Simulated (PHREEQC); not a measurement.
FeCl3 is added in steps, without added water, to 1 kg of water holding 0.0032 mol Cu(NO3)2, 0.0063 mol HCl and 0.00017 mol NaCl, at 47 °C. Oxygen alone is held at its pressure in air (log pO2 = -0.68). No CO2 enters from the air. The run lets Fe(OH)3(a), Cu(OH)2, Atacamite, Cu2(OH)3NO3, Halite precipitate or redissolve, and no other solid.

Base run: PHREEQC, ion-association model, wateq4f.dat. Each further column changes one thing. The table gives FeCl+2 (mol/kgw).

```
FeCl3 added (mol)      base  temperature from 47 to 85 °C  NaCl left out  temperature from 47 to 30 °C  no solid may form
-----------------  --------  ----------------------------  -------------  ----------------------------  -----------------
0                         0                             0              0                             0                  0
0.0008125           5.82e-5                       3.23e-5        5.73e-5                       6.17e-5            5.82e-5
0.001625           0.000146                       8.80e-5       0.000144                      0.000150           0.000146
0.002437           0.000259                      0.000168       0.000256                      0.000260           0.000259
0.00325            0.000396                      0.000272       0.000392                      0.000391           0.000396
0.004063           0.000553                      0.000399       0.000550                      0.000539           0.000553
0.004875           0.000730                      0.000548       0.000726                      0.000703           0.000730
0.005687           0.000924                      0.000718       0.000919                      0.000882           0.000924
0.0065              0.00113                      0.000906        0.00113                       0.00107            0.00113
```

At this temperature some constants are extrapolated from 25 °C, and those without enthalpy data are left unchanged.  Solids allowed in the column 'NaCl left out': Fe(OH)3(a), Cu(OH)2, Atacamite, Cu2(OH)3NO3.
